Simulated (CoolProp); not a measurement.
Saturation properties of cis-2-butene.

Model: reference Helmholtz-energy equation of state, Lemmon 2005, in CoolProp. It is a short technical equation, of lower accuracy than the large ones.

```tsv
T (K)	p (bar)	vapour density (kg/m³)	enthalpy of vaporisation (kJ/kg)	liquid cp (kJ/(kg K))
249.7	0.3146	0.8662	439.6	2.073
251.8	0.3480	0.9515	437.7	2.078
253.9	(withheld)	1.043	435.8	2.084
256	0.4234	1.142	433.9	2.090
258.2	0.4678	1.253	431.8	2.097
260.3	0.5136	1.367	429.9	2.103
262.4	0.5629	1.488	428.0	2.110
264.5	0.6159	1.618	426.0	2.116
266.6	(withheld)	1.757	424.0	2.123
268.7	0.7336	1.905	422.0	2.130
270.8	0.7988	2.062	(withheld)	2.137
272.9	0.8685	2.229	418.0	2.145
275.1	0.9465	2.416	(withheld)	2.152
```

**Question.** Some entries are withheld; supply them.

**Answer.** 
- 253.9, p (bar): 0.3843
- 266.6, p (bar): 0.6727
- 270.8, enthalpy of vaporisation (kJ/kg): 420.0
- 275.1, enthalpy of vaporisation (kJ/kg): 415.9

It boils at 276.9 K under 1 atm.
